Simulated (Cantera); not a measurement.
Cantera with NASA thermochemical tables; ideal gases at 1 bar, condensed phases pure. Values are per mole of reaction as written; species without (g) are pure solids or liquids, kept so even where they would boil at 1 bar.

Q: Between 1550 and 1850 K, where is each reaction favourable under standard conditions?
- 2 HCl(g) + Sr ⇌ 2 H(g) + SrCl2

A: 
- 2 HCl(g) + Sr ⇌ 2 H(g) + SrCl2: ΔG° is -132 kJ at 1550 K and -131 kJ at 1850 K; it stays negative (K > 1). ΔH° is -129 kJ and ΔS° 1 J/K at 1850 K.
